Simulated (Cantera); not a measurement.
An isothermal, constant-pressure homogeneous reactor starts with 27.0 % C₃H₈, 73.0 % H₂, at 1125 K and 0.0860 bar.

Cantera simulation using GRI-Mech 3.0 (53 species, 325 reactions); the numbers are that mechanism's predictions, not measurements. GRI-Mech 3.0 was tuned for natural gas; its chemistry of propane as a main component is partial and can be far from experiment. GRI-Mech 3.0 stops at C3 and has no aromatics, soot or wall deposition, so with more carbon than oxygen in the feed, carbon stays in small species such as C2H2 where larger ones or solid carbon would form.

x: mole fraction; the columns are a selection and need not sum to one.

| t (s) | x C₃H₈ | x H₂ | x C₂H₄ | x CH₄ | x C₂H₂ | x C₂H₆ | x CH₃ |
|---|---|---|---|---|---|---|---|
| 8.00e-6 | 0.270 | 0.730 | 7.91e-8 | 5.58e-8 | <1e-12 | ___ | 7.93e-7 |
| 4.58e-5 | 0.270 | 0.730 | 3.71e-6 | 2.05e-6 | <1e-12 | ___ | 5.41e-6 |
| 0.000262 | 0.270 | 0.730 | 0.000121 | 9.10e-5 | 2.58e-10 | ___ | 4.22e-5 |
| 0.00150 | 0.267 | 0.728 | 0.00289 | 0.00267 | 1.86e-7 | ___ | 0.000162 |
| 0.00856 | 0.239 | 0.712 | 0.0247 | 0.0235 | 1.50e-5 | ___ | 0.000168 |
| 0.0490 | 0.127 | 0.650 | 0.112 | 0.108 | 0.000445 | ___ | 0.000119 |
| 0.280 | 0.00564 | 0.582 | 0.201 | 0.201 | 0.00524 | ___ | 2.17e-5 |
| 1.60 | 3.17e-5 | 0.581 | 0.194 | 0.206 | 0.0141 | ___ | 6.08e-6 |
| 9.17 | 1.25e-5 | 0.587 | 0.163 | 0.209 | 0.0379 | ___ | 5.63e-6 |
| 52.4 | 9.02e-6 | 0.581 | 0.127 | 0.229 | 0.0604 | ___ | 5.24e-6 |
| 300 | 7.16e-6 | 0.532 | 0.107 | 0.303 | 0.0563 | ___ | 4.99e-6 |

### Question
Some entries are withheld; supply them.

### Answer

- 8.00e-6, x C₂H₆: 1.43e-8
- 4.58e-5, x C₂H₆: 3.98e-7
- 0.000262, x C₂H₆: 6.68e-6
- 0.00150, x C₂H₆: 1.00e-4
- 0.00856, x C₂H₆: 0.000893
- 0.0490, x C₂H₆: 0.00354
- 0.280, x C₂H₆: 0.00432
- 1.60, x C₂H₆: 0.00380
- 9.17, x C₂H₆: 0.00318
- 52.4, x C₂H₆: 0.00244
- 300, x C₂H₆: 0.00189
